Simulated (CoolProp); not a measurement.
p-xylene at several states: fugacity coefficient from the reference equation and from simpler models built on Tc = 616.2 K, pc = 3532 kPa, ω = 0.324; each cubic takes its own stable root.

Model: reference Helmholtz-energy equation of state, Zhou 2012, in CoolProp.

```
T (K)  p (kPa)   phase  reference
-----  -------  ------  ---------
365.8      715  liquid    0.03528
592.6     2790  liquid     0.6559
359.3     68.5  liquid     0.2840
381.2      288  liquid     0.1430
370.3     48.9  liquid     0.5846
```

How far does each simpler model (van der Waals, Soave-Redlich-Kwong) lie from the reference over these 5 states: mean and median of the absolute difference, and the worst?


- van der Waals: mean 372.2 %, median 245.1 %, worst +986.5 % at 365.8 K and 715 kPa
- Soave-Redlich-Kwong: mean 2.9 %, median 2.6 %, worst +4.4 % at 592.6 K and 2790 kPa

At some of these states van der Waals gives the other phase, because its saturation line lies elsewhere.
